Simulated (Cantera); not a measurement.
A Cantera script and its output.

```python
import numpy as np
import cantera as ct

gas = ct.Solution("gri30.yaml")
gas.TPX = 1648, 1000000, {'H2': 1, 'O2': 0.893, 'N2': 9.9}
reactor = ct.IdealGasConstPressureReactor(gas, energy="on", clone=False)
net = ct.ReactorNet([reactor])
net.rtol, net.atol = 1e-08, 1e-16
show = ['H2', 'O2', 'NO', 'H2O', 'N2O', 'H2O2', 'OH']
times = np.geomspace(2e-06, 3, 14)

steps = ct.SolutionArray(gas, extra=["t"])
rows = []
print(f"{'t/s':>10s}{'T/K':>9s}{'P/Pa':>11s}" + "".join(f"{s:>11s}" for s in show))
for t in times:
    while net.time < t:
        t_next = net.step()
        steps.append(gas.state, t=t_next)
    rows.append([np.interp(t, steps.t, y) for y in (steps.T, steps.P, *steps(*show).X.T)])
    print(f"{t:10.3e}{rows[-1][0]:9.1f}{rows[-1][1]:11.4g}" + "".join(f"{x:11.3e}" for x in rows[-1][2:]))
rate = np.gradient(steps.T, steps.t)
print("integrator steps:", len(steps.t))
if steps.T.max() > steps.T[0] + 200:
    print(f"time of steepest temperature rise: {steps.t[rate.argmax()]:.4e} s")
gas.TPX = 1648, 1000000, {'H2': 1, 'O2': 0.893, 'N2': 9.9}
gas.equilibrate("HP")
print(f"equilibrium (HP): T = {gas.T:.1f} K  " + "  ".join(f"{s} {gas[s].X[0]:.3e}" for s in show))
```

Result:

```
       t/s      T/K       P/Pa         H2         O2         NO        H2O        N2O       H2O2         OH
 2.000e-06   1710.6      1e+06  4.908e-02  5.806e-02  9.375e-07  2.673e-02  1.169e-07  2.413e-06  4.490e-03
 5.972e-06   2137.5      1e+06  3.827e-03  3.347e-02  4.969e-05  7.921e-02  1.569e-06  7.210e-07  7.079e-03
 1.783e-05   2217.3      1e+06  7.374e-04  3.394e-02  6.138e-05  8.586e-02  2.145e-06  3.036e-07  3.397e-03
 5.325e-05   2231.2      1e+06  2.325e-04  3.426e-02  6.742e-05  8.724e-02  1.233e-06  1.949e-07  1.990e-03
 1.590e-04   2232.0      1e+06  2.086e-04  3.428e-02  7.757e-05  8.732e-02  1.036e-06  1.894e-07  1.894e-03
 4.747e-04   2231.9      1e+06  2.085e-04  3.426e-02  1.073e-04  8.732e-02  1.036e-06  1.894e-07  1.894e-03
 1.418e-03   2231.7      1e+06  2.084e-04  3.422e-02  1.951e-04  8.732e-02  1.035e-06  1.892e-07  1.891e-03
 4.233e-03   2231.1      1e+06  2.081e-04  3.409e-02  4.502e-04  8.732e-02  1.032e-06  1.885e-07  1.885e-03
 1.264e-02   2229.5      1e+06  2.071e-04  3.375e-02  1.149e-03  8.733e-02  1.026e-06  1.868e-07  1.869e-03
 3.774e-02   2225.9      1e+06  2.051e-04  3.296e-02  2.730e-03  8.735e-02  1.015e-06  1.829e-07  1.832e-03
 1.127e-01   2221.3      1e+06  2.025e-04  3.196e-02  4.756e-03  8.738e-02  1.005e-06  1.779e-07  1.786e-03
 3.365e-01   2219.8      1e+06  2.017e-04  3.164e-02  5.405e-03  8.739e-02  1.002e-06  1.763e-07  1.771e-03
 1.005e+00   2219.8      1e+06  2.017e-04  3.164e-02  5.415e-03  8.739e-02  1.002e-06  1.763e-07  1.771e-03
 3.000e+00   2219.8      1e+06  2.017e-04  3.164e-02  5.415e-03  8.739e-02  1.002e-06  1.763e-07  1.771e-03
integrator steps: 1243
time of steepest temperature rise: 2.1852e-06 s
equilibrium (HP): T = 2219.8 K  H2 2.017e-04  O2 3.164e-02  NO 5.415e-03  H2O 8.739e-02  N2O 1.002e-06  H2O2 1.763e-07  OH 1.771e-03
```

Detailed kinetics in Cantera: GRI-Mech 3.0 (53 species, 325 reactions). The hydrogen kinetics of GRI-Mech 3.0 are dated; newer H2 mechanisms differ, most at raised pressure.
